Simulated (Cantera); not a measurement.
A closed system holds: 1 mol SiH2Cl2, 0.17 mol HCl, 89 mol H2, held at 1425 °C and 1.00 bar.

Equilibrium computed with Cantera from the NASA thermochemical tables; the gas is ideal and each condensed phase is pure. Candidate condensed phases: Si; 19 gas species. The tables' values for SiCl3 are old estimates; treat these amounts as uncertain. Gases not in the tables: Si2H6 and higher silanes. Kinetics and transport are ignored.

**Question.** What is the equilibrium state?

**Answer.** 
```json
{
 "x(H2)": "0.978",
 "x(HCl)": "0.0206",
 "x(SiCl2)": "0.00155",
 "x(H)": "0.000143",
 "x(SiCl3)": "2.62e-5",
 "x(SiH2)": "1.37e-5",
 "x(SiH2Cl2)": "1.28e-5",
 "x(SiHCl3)": "8.02e-6",
 "x(SiH3Cl)": "6.19e-6",
 "n(Si(l))": "0.852 mol",
 "gas_amount": "91.17 mol"
}
```
